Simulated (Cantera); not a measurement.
Input: 1 mol SiHCl3, a varied amount of H2, 1 mol HCl, equilibrated at 1600 K and 10.0 mbar.

These are equilibrium values from Cantera (NASA tables, ideal gas, pure condensed phases), not measurements of a reactor. Candidate condensed phases: Si; 19 gas species. Rates play no part.

**Question.** Which condensed phases are stable at each of these points (n(H2) (mol)): 7.7, 16, 32, 64, 130, 260, 520?

**Answer.** 
```
n(H2) (mol)  condensed phases  Si condensed (%)
-----------  ----------------  ----------------
7.7                  gas only               0.0
16                      Si(s)               4.8
32                      Si(s)              28.1
64                      Si(s)              50.4
130                     Si(s)              69.0
260                     Si(s)              81.7
520                     Si(s)              89.4
```

At 7.7 mol H2 nothing is condensed. From 16 mol H2 to 520 mol H2 the condensed part is Si(s).
